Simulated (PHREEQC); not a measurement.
Dissolve 0.00016 mol HF, 0.00051 mol (CH3)4NF and 1.3e-05 mol H2SO4 per kg of water at 39 °C. Closed to the air; pH follows from the charge balance.

Equilibrium calculation in PHREEQC: ion-association model, phreeqc.dat.

```
Quantity                     Value
----------------  ----------------
pH                            4.06
ionic strength    0.000613 mol/kgw
total alkalinity     -0.186 meq/kg
```

```
species   molality  activity   log γ
--------  --------  --------  ------
F-        0.000574  0.000558  -0.013
(CH3)4N+  0.000510  0.000495  -0.013
HF         9.53e-5   9.53e-5   0.000
H+         9.04e-5   8.79e-5  -0.012
SO4-2      1.29e-5   1.15e-5  -0.050
HF2-       2.29e-7   2.22e-7  -0.013
HSO4-      1.39e-7   1.35e-7  -0.013
```

This is a speciation only: nothing precipitates in the calculation. (CH3)4N+ isn't in the database: it is added as a free cation with an ion size of 4 Å. Away from 25 °C the constants follow the database's enthalpies or fits; those with neither stay at their 25 °C values.
